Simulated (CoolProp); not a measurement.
Vapour-liquid equilibrium of carbon dioxide (1) + dimethyl ether (2) at 519 kPa; x and y are mole fractions of (1).

Model: multi-fluid Helmholtz-energy mixture model, Span 1996 and Wu 2011; pair parameters Bell 2016, in CoolProp.

Task: Give the bubble temperature and the first vapour's composition at x = 0.25, 0.75, 0.85. Is there an azeotrope?

Result: x = 0.25: -15.9 °C, y = 0.770; x = 0.75: -48.7 °C, y = 0.985; x = 0.85: -52.3 °C, y = 0.993. No azeotrope shows between x = 0.05 and 0.95.

Pair parameters are fitted to limited data, so mixtures are less certain than the pure fluids.
